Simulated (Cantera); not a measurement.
**Equilibrium for silicon carbide growth: SiHCl₃ + C₂H₂ + H₂**

A closed system holds: 1 mol SiHCl₃, 0.31 mol C₂H₂, 48 mol H₂, held at 2125 K and 10000 Pa.

Cantera equilibrium calculation (NASA polynomials, part measured and part estimated; ideal gas, pure solids and liquids). Candidate condensed phases: C, C₆H₆, C₇H₈, C₈H₁₈, Si, SiC; 109 gas species. The tables' values for SiCl, SiCl₃ are old estimates; treat these amounts as uncertain. Gases not in the tables: Si₂H₆ and higher silanes. Rates play no part.

| Quantity | Result |
|---|---|
| x(H₂) | 0.933 |
| x(HCl) | 0.0485 |
| x(H) | 0.0111 |
| x(SiCl₂) | 0.00490 |
| x(Si) | 0.00162 |
| x(SiCl) | 0.000433 |
| x(Cl) | 0.000423 |
| x(SiH) | 0.000254 |
| x(SiH₂) | 0.000180 |
| n(SiC(s)) | 0.615 mol |
| gas amount | 50.71 mol |
| log10 activity of Si(l) (absent) | -0.03 |
| log10 activity of C(graphite) (absent) | -1.04 |
